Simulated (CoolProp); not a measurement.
Vapour-liquid equilibrium of fluoroethane (R161) (1) + R1234yf (2) at 12.4 bar; x and y are mole fractions of (1).

Computed with CoolProp (multi-fluid Helmholtz-energy mixture model, Wu 2012 and Lemmon 2022; pair parameters Bell 2016).

**Question.** Give the bubble temperature and the first vapour's composition at x = 0.05, 0.35, 0.5. Is there an azeotrope?

**Answer.** x = 0.05: 320.3 K, y = 0.063; x = 0.35: 315.8 K, y = 0.405; x = 0.5: 313.9 K, y = 0.555. No azeotrope shows between x = 0.05 and 0.95.

Pair parameters are fitted to limited data, so mixtures are less certain than the pure fluids.
